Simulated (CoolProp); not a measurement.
c-C4F8 (RC318) at 369.66 K and 1.01 MPa is throttled through a valve to 0.409 MPa with no heat exchange. Each further row changes one setting.

Model: reference Helmholtz-energy equation of state, Platzer 1990, in CoolProp. This equation is an older, rougher fit.

```json
[
 {"case": "as stated", "temperature change (K)": "-6.3", "final density (kg/m³)": "28.9"},
 {"case": "outlet pressure 0.123 MPa", "temperature change (K)": "-9.0", "final density (kg/m³)": "8.36"},
 {"case": "outlet pressure 0.532 MPa", "temperature change (K)": "-5.1", "final density (kg/m³)": "38.3"}
]
```
